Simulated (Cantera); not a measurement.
Input: 1 mol Si(CH3)4, a varied amount of H2, equilibrated at 2623 K and 2.00 mbar.

These are equilibrium values from Cantera (NASA tables, ideal gas, pure condensed phases), not measurements of a reactor. Candidate condensed phases: C, C6H6, C7H8, C8H18, Si, SiC; 87 gas species. The numbers say what is thermodynamically allowed, not how fast it happens.

Which condensed phases are stable at each of these points (n(H2) (mol)): 13, 34, 54, 75, 95, 120, 140, 160, 180, 200, 220, 240, 260?


| n(H2) (mol) | condensed phases | Si condensed (%) |
|---|---|---|
| 13 | C(graphite) | 0.0 |
| 34 | C(graphite) | 0.0 |
| 54 | C(graphite) | 0.0 |
| 75 | C(graphite) | 0.0 |
| 95 | C(graphite) | 0.0 |
| 120 | gas only | 0.0 |
| 140 | gas only | 0.0 |
| 160 | gas only | 0.0 |
| 180 | gas only | 0.0 |
| 200 | gas only | 0.0 |
| 220 | gas only | 0.0 |
| 240 | gas only | 0.0 |
| 260 | gas only | 0.0 |

From 13 mol H2 to 95 mol H2 the condensed part is C(graphite). From 120 mol H2 to 260 mol H2 nothing is condensed.
